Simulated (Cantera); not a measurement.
Input (Python, Cantera):

```python
import numpy as np
import cantera as ct

gas = ct.Solution("gri30.yaml")
gas.TPX = 1223, 77000, {'CO': 1, 'H2': 0.2, 'CH4': 0.29, 'O2': 1.9, 'N2': 7.16}
reactor = ct.IdealGasConstPressureReactor(gas, energy="on", clone=False)
net = ct.ReactorNet([reactor])
net.rtol, net.atol = 1e-08, 1e-16
show = ['CO', 'H2', 'CH4', 'CH2', 'C2H2', 'HCO']
times = np.geomspace(2e-06, 0.3, 15)

steps = ct.SolutionArray(gas, extra=["t"])
rows = []
print(f"{'t/s':>10s}{'T/K':>9s}{'P/Pa':>11s}" + "".join(f"{s:>11s}" for s in show))
for t in times:
    while net.time < t:
        t_next = net.step()
        steps.append(gas.state, t=t_next)
    rows.append([np.interp(t, steps.t, y) for y in (steps.T, steps.P, *steps(*show).X.T)])
    print(f"{t:10.3e}{rows[-1][0]:9.1f}{rows[-1][1]:11.4g}" + "".join(f"{x:11.3e}" for x in rows[-1][2:]))
rate = np.gradient(steps.T, steps.t)
print("integrator steps:", len(steps.t))
if steps.T.max() > steps.T[0] + 200:
    print(f"time of steepest temperature rise: {steps.t[rate.argmax()]:.4e} s")
gas.TPX = 1223, 77000, {'CO': 1, 'H2': 0.2, 'CH4': 0.29, 'O2': 1.9, 'N2': 7.16}
gas.equilibrate("HP")
print(f"equilibrium (HP): T = {gas.T:.1f} K  " + "  ".join(f"{s} {gas[s].X[0]:.3e}" for s in show))
```

Output:

```
       t/s      T/K       P/Pa         CO         H2        CH4        CH2       C2H2        HCO
 2.000e-06   1223.0    7.7e+04  9.479e-02  1.896e-02  2.749e-02  4.215e-18  1.913e-22  1.972e-14
 4.685e-06   1223.0    7.7e+04  9.479e-02  1.896e-02  2.749e-02  5.347e-17  1.699e-21  5.335e-14
 1.098e-05   1223.0    7.7e+04  9.479e-02  1.896e-02  2.749e-02  5.513e-16  1.690e-20  1.314e-13
 2.572e-05   1223.0    7.7e+04  9.479e-02  1.896e-02  2.749e-02  4.984e-15  1.756e-19  2.921e-13
 6.024e-05   1223.0    7.7e+04  9.479e-02  1.896e-02  2.749e-02  5.694e-14  2.623e-18  7.883e-13
 1.411e-04   1223.0    7.7e+04  9.479e-02  1.896e-02  2.748e-02  2.483e-12  4.589e-16  4.975e-12
 3.306e-04   1223.6    7.7e+04  9.475e-02  1.889e-02  2.731e-02  4.713e-09  4.980e-11  2.178e-09
 7.746e-04   1963.1    7.7e+04  4.353e-02  6.166e-03  4.635e-17  1.118e-16  5.325e-22  6.003e-08
 1.815e-03   2418.5    7.7e+04  1.807e-02  1.899e-03  1.173e-18  1.867e-17  5.709e-22  2.578e-09
 4.251e-03   2461.0    7.7e+04  1.433e-02  1.471e-03  1.077e-18  1.315e-17  4.440e-22  1.548e-09
 9.960e-03   2458.2    7.7e+04  1.418e-02  1.458e-03  1.060e-18  1.261e-17  4.255e-22  1.510e-09
 2.333e-02   2453.3    7.7e+04  1.399e-02  1.442e-03  1.032e-18  1.182e-17  3.977e-22  1.460e-09
 5.466e-02   2449.1    7.7e+04  1.383e-02  1.429e-03  1.009e-18  1.115e-17  3.742e-22  1.417e-09
 1.281e-01   2448.0    7.7e+04  1.379e-02  1.425e-03  1.003e-18  1.098e-17  3.686e-22  1.406e-09
 3.000e-01   2448.0    7.7e+04  1.379e-02  1.425e-03  1.003e-18  1.098e-17  3.684e-22  1.406e-09
integrator steps: 1836
time of steepest temperature rise: 6.8731e-04 s
equilibrium (HP): T = 2448.0 K  CO 1.379e-02  H2 1.425e-03  CH4 1.481e-18  CH2 1.562e-17  C2H2 4.160e-22  HCO 1.406e-09
```

Detailed kinetics in Cantera: GRI-Mech 3.0 (53 species, 325 reactions).
